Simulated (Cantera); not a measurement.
An adiabatic, constant-volume homogeneous reactor starts with CO : H₂ : O₂ : N₂ = 1 : 0.49 : 1.41 : 5.29 (molar parts), equivalence ratio 0.53, at 1000 K and 760 Torr. Integrator tolerance rtol = 1e-08.

Cantera simulation using GRI-Mech 3.0 (53 species, 325 reactions); the numbers are that mechanism's predictions, not measurements.

Question: What does this change do: pressure from 760 Torr to 1280 Torr?

Answer: 
```tsv
quantity	before	after
time of steepest temperature rise	0.404 ms	0.798 ms
temperature at 6.00 s	2508 K	2527 K
equilibrium temperature	2508 K	2527 K
x(CO) at 6.00 s	0.0107 (gas-phase equilibrium 0.0107)	0.00921 (gas-phase equilibrium 0.00921)
x(H₂) at 6.00 s	0.000847 (gas-phase equilibrium 0.000847)	0.000722 (gas-phase equilibrium 0.000722)
x(O₂) at 6.00 s	0.0841 (gas-phase equilibrium 0.0841)	0.0835 (gas-phase equilibrium 0.0835)
x(H₂O₂) at 6.00 s	1.92e-7 (gas-phase equilibrium 1.92e-7)	2.60e-7 (gas-phase equilibrium 2.60e-7)
x(O) at 6.00 s	0.00287 (gas-phase equilibrium 0.00287)	0.00242 (gas-phase equilibrium 0.00242)
x(NO₂) at 6.00 s	1.18e-5 (gas-phase equilibrium 1.18e-5)	1.55e-5 (gas-phase equilibrium 1.55e-5)
x(NO) at 6.00 s	0.0139 (gas-phase equilibrium 0.0139)	0.0143 (gas-phase equilibrium 0.0143)
```

Question: What does this change do: initial temperature 1000 to 1548 K?

Answer: 
| quantity | before | after |
|---|---|---|
| time of steepest temperature rise | 0.404 ms | 19.1 µs |
| temperature at 6.00 s | 2508 K | 2713 K |
| equilibrium temperature | 2508 K | 2713 K |
| x(CO) at 6.00 s | 0.0107 (gas-phase equilibrium 0.0107) | 0.0285 (gas-phase equilibrium 0.0285) |
| x(H₂) at 6.00 s | 0.000847 (gas-phase equilibrium 0.000847) | 0.00222 (gas-phase equilibrium 0.00222) |
| x(O₂) at 6.00 s | 0.0841 (gas-phase equilibrium 0.0841) | 0.0855 (gas-phase equilibrium 0.0855) |
| x(H₂O₂) at 6.00 s | 1.92e-7 (gas-phase equilibrium 1.92e-7) | 2.18e-7 (gas-phase equilibrium 2.18e-7) |
| x(O) at 6.00 s | 0.00287 (gas-phase equilibrium 0.00287) | 0.00870 (gas-phase equilibrium 0.00870) |
| x(NO₂) at 6.00 s | 1.18e-5 (gas-phase equilibrium 1.18e-5) | 1.15e-5 (gas-phase equilibrium 1.15e-5) |
| x(NO) at 6.00 s | 0.0139 (gas-phase equilibrium 0.0139) | 0.0193 (gas-phase equilibrium 0.0193) |
